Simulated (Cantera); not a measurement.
**SiH4 + H2 (silicon epitaxy and polysilicon growth)**

Input: 1 mol SiH4, 140 mol H2, at 998.15 K and 10000 Pa.

Cantera equilibrium calculation (NASA polynomials, part measured and part estimated; ideal gas, pure solids and liquids). Candidate condensed phases: Si; 9 gas species. The numbers say what is thermodynamically allowed, not how fast it happens.

- x(H2): 1.00
- n(Si(s)): 1.000 mol
- gas amount: 142.0 mol
